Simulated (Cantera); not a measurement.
What does this Cantera script print?

```python
import numpy as np
import cantera as ct

gas_names = """
    Fe FeO Fe(OH)2 H HO2 H2 H2O H2O2 O OH O2 O3
""".split()
cond_names = """
    Fe(a) Fe(c) Fe(d) Fe(L) FeO(s) FeO(L) Fe(OH)2(s) Fe(OH)3(s) Fe2O3(s) Fe3O4(s) H2O(s) H2O(L)
""".split()


# ... load() reads the species with a 1 bar reference pressure and builds the phases ...
atoms = {
    'Fe': {'Fe': 1},
    'H2O': {'H': 2, 'O': 1},
    'H2': {'H': 2},
}
top_T = {'Fe2O3(s)': 1830, 'Fe3O4(s)': 1870}  # K; cautious upper limits of use, not melting points


# ... equilibrate(T, P, feed) seeds the gas with the atoms and calls Mixture.equilibrate('TP', solver="vcs", rtol=1e-11, max_steps=5000) ...
results = []
feed = {'Fe': 1, 'H2O': 0.018, 'H2': 260}  # mol
T = 1548.15  # K
P = 1333.22  # Pa
mix = equilibrate(T, P, feed)
results.append((T, P, feed, dict(zip(mix.species_names, mix.species_moles))))
print(gas.report(threshold=1e-05))
for i in range(1, mix.n_phases):
    print(f"{mix.phase(i).name:16s} {mix.phase_moles(i):12.5e} mol")
```

Output:

```
       temperature   1548.2 K
          pressure   1333.2 Pa
           density   0.00020906 kg/m^3
  mean mol. weight   2.0185 kg/kmol
   phase of matter   gas

                          1 kg             1 kmol
                     ---------------   ---------------
          enthalpy          1.88e+07        3.7948e+07  J
   internal energy        1.2423e+07        2.5076e+07  J
           entropy        1.0694e+05        2.1585e+05  J/K
    Gibbs function       -1.4675e+08       -2.9621e+08  J
 heat capacity c_p             16125             32548  J/K
 heat capacity c_v             12006             24234  J/K

                      mass frac. Y      mole frac. X     chem. pot. / RT
                     ---------------   ---------------   ---------------
                Fe        0.00083837        3.0302e-05           -6.6182
                 H        0.00013338        0.00026708           -11.507
                H2           0.99841           0.99963           -23.013
               H2O        0.00061774        6.9214e-05           -59.088
     [   +8 minor]        5.5842e-09        6.2866e-10

Fe(c)             9.92120e-01 mol
FeO(s)            0.00000e+00 mol
Fe2O3(s)          0.00000e+00 mol
Fe3O4(s)          0.00000e+00 mol
```

These are equilibrium values from Cantera (NASA tables, ideal gas, pure condensed phases), not measurements of a reactor.
